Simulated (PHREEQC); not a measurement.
Consider water at 83 °C with 0.39 mol/kgw HF, 0.00025 mol/kgw NH4F and 0.0023 mol/kgw (NH4)2SiF6. Closed to the air; pH follows from the charge balance.

Computed with PHREEQC (ion-association model, phreeqc.dat).

```
Property                    Value
-----------------  --------------
pH                           1.85
ionic strength     0.0234 mol/kgw
activity of water           0.993
total alkalinity      -399 meq/kg
```

| species | molality | activity | log γ |
|---|---|---|---|
| HF | 0.364 | 0.366 | 0.002 |
| H+ | 0.0163 | 0.0141 | -0.060 |
| HF2- | 0.0100 | 0.00848 | -0.072 |
| F- | 0.00648 | 0.00546 | -0.074 |
| NH4+ | 0.00485 | 0.00405 | -0.078 |
| SiF6-2 | 0.00230 | 0.00121 | -0.280 |
| NH3 | 4.88e-9 | 4.91e-9 | 0.002 |

No solid was allowed to form. At this temperature some constants are extrapolated from 25 °C, and those without enthalpy data are left unchanged. SiF6-2 is the database's only silicon fluoride.
